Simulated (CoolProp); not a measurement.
Model: reference Helmholtz-energy equation of state, Schmidt 1985, in CoolProp.

Question: Give the vapour pressure (bar), liquid density (kg/m³), vapour Z, liquid conductivity (mW/(m K)) of saturated oxygen at -154.85, -151.95, -131.45 °C.

Answer: 
```
T (°C)   p (bar)  liquid density (kg/m³)  vapour Z  liquid conductivity (mW/(m K))
-------  -------  ----------------------  --------  ------------------------------
-154.85     9.25                     985     0.845                             110
-151.95     11.0                     966     0.826                             105
-131.45     30.0                     795     0.636                            75.8
```

Thermal conductivity comes from a separate model (Lemmon 2004).
